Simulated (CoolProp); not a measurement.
Properties of isopentane along the isobar 0.101 MPa (Tc = 187.2 °C, pc = 3.378 MPa, ω = 0.227).

Model: reference Helmholtz-energy equation of state, Lemmon 2006, in CoolProp. It is a short technical equation, of lower accuracy than the large ones.

```json
[
 {"T (°C)": "-15.55", "phase": "liquid", "density (kg/m³)": "654.6", "cp (kJ/(kg K))": "2.077", "isothermal compressibility (1/MPa)": "0.001531", "conductivity (mW/(m K))": "115"},
 {"T (°C)": "-10.05", "phase": "liquid", "density (kg/m³)": "649.4", "cp (kJ/(kg K))": "2.102", "isothermal compressibility (1/MPa)": "0.001616", "conductivity (mW/(m K))": "113"},
 {"T (°C)": "-4.45", "phase": "liquid", "density (kg/m³)": "644.1", "cp (kJ/(kg K))": "2.128", "isothermal compressibility (1/MPa)": "0.001710", "conductivity (mW/(m K))": "111"},
 {"T (°C)": "1.05", "phase": "liquid", "density (kg/m³)": "638.8", "cp (kJ/(kg K))": "2.154", "isothermal compressibility (1/MPa)": "0.001809", "conductivity (mW/(m K))": "109"},
 {"T (°C)": "6.55", "phase": "liquid", "density (kg/m³)": "633.4", "cp (kJ/(kg K))": "2.181", "isothermal compressibility (1/MPa)": "0.001917", "conductivity (mW/(m K))": "107"},
 {"T (°C)": "12.05", "phase": "liquid", "density (kg/m³)": "628.0", "cp (kJ/(kg K))": "2.208", "isothermal compressibility (1/MPa)": "0.002034", "conductivity (mW/(m K))": "106"},
 {"T (°C)": "17.65", "phase": "liquid", "density (kg/m³)": "622.4", "cp (kJ/(kg K))": "2.236", "isothermal compressibility (1/MPa)": "0.002163", "conductivity (mW/(m K))": "104"},
 {"T (°C)": "23.15", "phase": "liquid", "density (kg/m³)": "616.9", "cp (kJ/(kg K))": "2.264", "isothermal compressibility (1/MPa)": "0.002302", "conductivity (mW/(m K))": "102"},
 {"T (°C)": "28.65", "phase": "gas", "density (kg/m³)": "3.036", "cp (kJ/(kg K))": "1.716", "isothermal compressibility (1/MPa)": "10.37", "conductivity (mW/(m K))": "14.7"},
 {"T (°C)": "34.15", "phase": "gas", "density (kg/m³)": "2.973", "cp (kJ/(kg K))": "1.738", "isothermal compressibility (1/MPa)": "10.34", "conductivity (mW/(m K))": "15.3"},
 {"T (°C)": "39.75", "phase": "gas", "density (kg/m³)": "2.912", "cp (kJ/(kg K))": "1.761", "isothermal compressibility (1/MPa)": "10.31", "conductivity (mW/(m K))": "15.9"},
 {"T (°C)": "45.25", "phase": "gas", "density (kg/m³)": "2.855", "cp (kJ/(kg K))": "1.783", "isothermal compressibility (1/MPa)": "10.28", "conductivity (mW/(m K))": "16.5"},
 {"T (°C)": "50.75", "phase": "gas", "density (kg/m³)": "2.800", "cp (kJ/(kg K))": "1.806", "isothermal compressibility (1/MPa)": "10.26", "conductivity (mW/(m K))": "17.2"},
 {"T (°C)": "56.25", "phase": "gas", "density (kg/m³)": "2.748", "cp (kJ/(kg K))": "1.829", "isothermal compressibility (1/MPa)": "10.24", "conductivity (mW/(m K))": "17.8"},
 {"T (°C)": "61.85", "phase": "gas", "density (kg/m³)": "2.697", "cp (kJ/(kg K))": "1.853", "isothermal compressibility (1/MPa)": "10.22", "conductivity (mW/(m K))": "18.4"}
]
```

Thermal conductivity comes from a separate model (Vassiliou 2015).
